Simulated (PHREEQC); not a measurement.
A solution holds 0.00065 mol Li2CO3 per kg of water, at 60 °C. Closed to the air; pH follows from the charge balance.

Model: Pitzer model, pitzer.dat, run in PHREEQC.

No solid was allowed to form.

**Question.** Predict the pH, osmotic coefficient, ionic strength.

**Answer.** pH 9.67; osmotic coefficient 0.981; ionic strength 0.00148 mol/kgw.

**Question.** In which forms is C present?

**Answer.** HCO3- 73 %, CO3-2 27 % of the C.

At this temperature some constants are extrapolated from 25 °C, and those without enthalpy data are left unchanged.
